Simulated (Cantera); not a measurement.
Input (Python, Cantera):

```python
import numpy as np
import cantera as ct

gas = ct.Solution("gri30.yaml")
gas.TPX = 1373, 38000, {'C3H8': 1, 'O2': 5.1, 'N2': 19.2, 'H2O': 1.2}
reactor = ct.IdealGasConstPressureReactor(gas, energy="on", clone=False)
net = ct.ReactorNet([reactor])
net.rtol, net.atol = 1e-08, 1e-16
show = ['C3H8', 'O2', 'H2O', 'C2H4', 'CO', 'OH']
times = np.geomspace(5e-06, 0.3, 11)

steps = ct.SolutionArray(gas, extra=["t"])
rows = []
print(f"{'t/s':>10s}{'T/K':>9s}{'P/Pa':>11s}" + "".join(f"{s:>11s}" for s in show))
for t in times:
    while net.time < t:
        t_next = net.step()
        steps.append(gas.state, t=t_next)
    rows.append([np.interp(t, steps.t, y) for y in (steps.T, steps.P, *steps(*show).X.T)])
    print(f"{t:10.3e}{rows[-1][0]:9.1f}{rows[-1][1]:11.4g}" + "".join(f"{x:11.3e}" for x in rows[-1][2:]))
rate = np.gradient(steps.T, steps.t)
print("integrator steps:", len(steps.t))
if steps.T.max() > steps.T[0] + 200:
    print(f"time of steepest temperature rise: {steps.t[rate.argmax()]:.4e} s")
gas.TPX = 1373, 38000, {'C3H8': 1, 'O2': 5.1, 'N2': 19.2, 'H2O': 1.2}
gas.equilibrate("HP")
print(f"equilibrium (HP): T = {gas.T:.1f} K  " + "  ".join(f"{s} {gas[s].X[0]:.3e}" for s in show))
```

It prints:

```
       t/s      T/K       P/Pa       C3H8         O2        H2O       C2H4         CO         OH
 5.000e-06   1372.6    3.8e+04  3.768e-02  1.924e-01  4.528e-02  2.737e-05  5.633e-09  7.602e-07
 1.502e-05   1371.7    3.8e+04  3.754e-02  1.924e-01  4.529e-02  1.590e-04  1.782e-07  2.071e-06
 4.514e-05   1369.4    3.8e+04  3.689e-02  1.920e-01  4.543e-02  7.710e-04  6.218e-06  6.764e-06
 1.356e-04   1367.4    3.8e+04  3.424e-02  1.907e-01  4.624e-02  3.351e-03  1.314e-04  9.251e-06
 4.076e-04   1379.6    3.8e+04  2.349e-02  1.829e-01  5.114e-02  1.353e-02  2.240e-03  2.873e-05
 1.225e-03   2433.3    3.8e+04  8.024e-47  3.035e-02  1.411e-01  2.966e-25  4.727e-02  2.043e-02
 3.680e-03   2600.1    3.8e+04  2.527e-46  2.514e-02  1.524e-01  5.632e-25  4.131e-02  1.843e-02
 1.106e-02   2599.7    3.8e+04  3.037e-46  2.352e-02  1.530e-01  6.119e-25  4.126e-02  1.783e-02
 3.323e-02   2596.7    3.8e+04  3.278e-46  2.262e-02  1.531e-01  6.345e-25  4.136e-02  1.751e-02
 9.984e-02   2596.5    3.8e+04  3.289e-46  2.258e-02  1.531e-01  6.354e-25  4.136e-02  1.749e-02
 3.000e-01   2596.5    3.8e+04  3.289e-46  2.258e-02  1.531e-01  6.354e-25  4.136e-02  1.749e-02
integrator steps: 1769
time of steepest temperature rise: 5.9912e-04 s
equilibrium (HP): T = 2596.5 K  C3H8 5.995e-46  O2 2.258e-02  H2O 1.531e-01  C2H4 7.068e-25  CO 4.136e-02  OH 1.749e-02
```

Computed with Cantera and GRI-Mech 3.0 (53 species, 325 reactions). GRI-Mech 3.0 was tuned for natural gas; its chemistry of propane as a main component is partial and can be far from experiment.
